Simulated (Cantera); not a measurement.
A closed system holds: 1 mol CsCl, 0.47 mol HF, 0.11 mol N2, equilibrated at 1725 K and 1.33 mbar.

These are equilibrium values from Cantera (NASA tables, ideal gas, pure condensed phases), not measurements of a reactor. Candidate condensed phases: Cs, CsCl, CsF, NH4Cl; 32 gas species. Kinetics and transport are ignored.

Base state: CsCl 0.587, HF 0.253, N2 0.0695, CsF 0.0439, HCl 0.0403, Cl 0.00387, H2 0.00168, Cs 0.000307 (mole fractions); condensed: gas only.

What changes in the equilibrium state with this change: temperature from 1725 K to 1273.15 K?


```csv
species,before,after
CsCl,0.587,0.607
HF,0.253,0.278
N2,0.0695,0.0699
CsF,0.0439,0.0202
HCl,0.0403,0.0202
H,0.000209,1.08e-7
Cs,0.000307,3.43e-7
Cs2Cl2,5.34e-5,0.00397
```
